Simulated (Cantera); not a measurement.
Cantera run, input and output.

```python
import numpy as np
import cantera as ct

gas = ct.Solution("gri30.yaml")


def delay(T, t_max=10):
    gas.TPX = T, 270000, {'CH4': 1, 'O2': 2.33, 'N2': 8.74}
    reactor = ct.IdealGasReactor(gas, clone=False)
    net = ct.ReactorNet([reactor])
    net.rtol, net.atol = 1e-8, 1e-16
    while net.time < t_max:
        t_old, T_old = net.time, reactor.T
        net.step()
        if reactor.T > T + 400:  # ignition: a rise of 400 K
            return t_old + (T + 400 - T_old) / (reactor.T - T_old) * (net.time - t_old)
    return np.nan


taus = []
for T in [1250, 1350, 1450, 1550, 1650, 1750, 1850, 1950, 2050, 2150]:
    taus.append(delay(T))
    print(f"T0 = {T:6g} K   tau = {taus[-1]:.4e} s")
```

Output:

```
T0 =   1250 K   tau = 8.4496e-03 s
T0 =   1350 K   tau = 2.4672e-03 s
T0 =   1450 K   tau = 8.1040e-04 s
T0 =   1550 K   tau = 3.0019e-04 s
T0 =   1650 K   tau = 1.2623e-04 s
T0 =   1750 K   tau = 5.9907e-05 s
T0 =   1850 K   tau = 3.1524e-05 s
T0 =   1950 K   tau = 1.8034e-05 s
T0 =   2050 K   tau = 1.1033e-05 s
T0 =   2150 K   tau = 7.1321e-06 s
```

Detailed kinetics in Cantera: GRI-Mech 3.0 (53 species, 325 reactions).
